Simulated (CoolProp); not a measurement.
Isobutane along the isotherm 174.55 °C: fugacity coefficient from the reference equation and from simpler models built on Tc = 134.7 °C, pc = 3629 kPa, ω = 0.184; each cubic takes its own stable root.

Values from CoolProp's reference Helmholtz-energy equation of state, Bücker 2006.

```
p (kPa)          phase  reference
-------  -------------  ---------
1300               gas     0.9123
2590               gas     0.8282
3890     supercritical     0.7455
5180     supercritical     0.6651
6480     supercritical     0.5890
7780     supercritical     0.5278
9070     supercritical     0.4821
10400    supercritical     0.4465
11700    supercritical     0.4196
13000    supercritical     0.3985
14300    supercritical     0.3817
15600    supercritical     0.3681
16800    supercritical     0.3579
18100    supercritical     0.3489
```

Question: How far does each simpler model (van der Waals, Redlich-Kwong) lie from the reference over these 14 states: mean and median of the absolute difference, and the worst?

Answer: 
- van der Waals: mean 4.0 %, median 2.1 %, worst +12.0 % at 174.55 °C and 18100 kPa
- Redlich-Kwong: mean 1.1 %, median 1.1 %, worst +2.2 % at 174.55 °C and 18100 kPa
